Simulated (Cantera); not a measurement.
**Transport properties of process gases**

Gas mixture: 19.4 % H2, 59.4 % CH3OH, 21.2 % N2, at 0.000148 atm, frozen composition.

Cantera's kinetic-theory transport with the Lennard-Jones parameters of GRI-Mech 3.0, ideal gas; thermal conductivity in the mixture-averaged form. Polar gases are described roughly by these parameters. The composition is frozen, though it would react at the higher temperatures.

| T (K) | ρ (kg/m³) | cp (J/kg/K) | μ (µPa s) | λ (mW/m/K) | Pr | D (cm²/s) CH4 | D (cm²/s) OH | D (cm²/s) H |
|---|---|---|---|---|---|---|---|---|
| 400 | 0.000114 | 1672 | 15.1 | 51.7 | 0.488 | 2380 | 3440 | 12500 |
| 650 | 7.04e-5 | 2137 | 23.5 | 88.9 | 0.565 | 5740 | 8120 | 30200 |
| 900 | 5.09e-5 | 2480 | 30.9 | 126 | 0.606 | 10200 | 14200 | 53300 |
| 1150 | 3.98e-5 | 2749 | 37.5 | 163 | 0.633 | 15500 | 21500 | 81100 |
| 1400 | 3.27e-5 | 2943 | 43.5 | 198 | 0.646 | 21600 | 29900 | 113000 |
| 1650 | 2.77e-5 | 3087 | 49.0 | 231 | 0.654 | 28500 | 39300 | 149000 |
| 1900 | 2.41e-5 | 3194 | 54.1 | 263 | 0.657 | 36100 | 49800 | 189000 |
| 2150 | 2.13e-5 | 3274 | 59.0 | 293 | 0.659 | 44300 | 61100 | 232000 |
D: mixture-averaged diffusion coefficient of that species in the mixture.
